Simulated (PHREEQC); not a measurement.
PHREEQC input (Pitzer model, pitzer.dat):

```
SOLUTION 1
  temp 34
  units mol/kgw
  pH 7 charge
  Cl 0.07312
  K 0.00012
  Si 0.00091
SOLUTION 2
  temp 34
  units mol/kgw
  pH 7 charge
  S(6) 0.96
  Na 1.92
  Cl 0.66
  Mg 0.33
END
SELECTED_OUTPUT 1
  -reset false
  -pH true
  -pe true
  -ionic_strength true
  -water true
  -totals Cl K Mg Na S Si
  -molalities H+ Na+ K+ Mg+2 Cl- SO4-2 H4SiO4 OH- HSO4- MgOH+
    H3SiO4- H2SiO4-2
  -equilibrium_phases Arcanite Bischofite Bloedite Brucite Carnallite Epsomite Glaserite Halite Hexahydrite Kainite
    Kieserite Leonite Mirabilite Misenite Schoenite SiO2(a) Sylvite Thenardite MgCl2_4H2O
PRINT
  -reset false
MIX 1
  1 1
  2 0
EQUILIBRIUM_PHASES 1
  Arcanite 0 0
  Bischofite 0 0
  Bloedite 0 0
  Brucite 0 0
  Carnallite 0 0
  Epsomite 0 0
  Glaserite 0 0
  Halite 0 0
  Hexahydrite 0 0
  Kainite 0 0
  Kieserite 0 0
  Leonite 0 0
  Mirabilite 0 0
  Misenite 0 0
  Schoenite 0 0
  SiO2(a) 0 0
  Sylvite 0 0
  Thenardite 0 0
  MgCl2_4H2O 0 0
END
# ... the last block is repeated for the other 20 points of share of solution B
```

Selected output (columns that matter, 11 of 21 rows; share of solution B added in front):

```
share of solution B	pH	mu	Cl	K	Mg	Na	S	Si	m_H+	m_Na+	m_K+	m_Mg+2	m_Cl-	m_SO4-2
0	1.2192	0.07312	0.07312	0.00012	0	0	0	0.00091	0.073	0	0.00012	0	0.07312	0
0.1	1.6604	0.38375	0.13181	0.000108	0.033	0.192	0.096	0.000819	0.031169	0.192	0.000108	0.033	0.13181	0.061469
0.2	1.8849	0.75674	0.1905	9.6e-05	0.066	0.384	0.192	0.000728	0.020521	0.384	9.6e-05	0.066	0.1905	0.15412
0.3	2.0286	1.1411	0.24918	8.4e-05	0.099	0.576	0.288	0.000637	0.015552	0.576	8.4e-05	0.099	0.24918	0.25245
0.4	2.1456	1.5287	0.30787	7.2e-05	0.132	0.768	0.384	0.000546	0.012199	0.768	7.2e-05	0.132	0.30787	0.3524
0.5	2.2564	1.9176	0.36656	6e-05	0.165	0.96	0.48	0.000455	0.00953	0.96	6e-05	0.165	0.36656	0.45303
0.6	2.3741	2.3073	0.42525	4.8e-05	0.198	1.152	0.576	0.000364	0.0072318	1.152	4.8e-05	0.198	0.42525	0.55403
0.7	2.5126	2.6975	0.48394	3.6e-05	0.231	1.344	0.672	0.000273	0.0051754	1.344	3.6e-05	0.231	0.48394	0.65528
0.8	2.6974	3.088	0.54262	2.4e-05	0.264	1.536	0.768	0.000182	0.0033015	1.536	2.4e-05	0.264	0.54262	0.7567
0.9	3.0035	3.4789	0.60131	1.2e-05	0.297	1.728	0.864	9.1e-05	0.0015811	1.728	1.2e-05	0.297	0.60131	0.85828
1	6.6354	3.87	0.66	0	0.33	1.92	0.96	0	3.553e-07	1.92	0	0.33	0.66	0.96
```

In brines, pH and single-ion activities rest on the MacInnes convention.
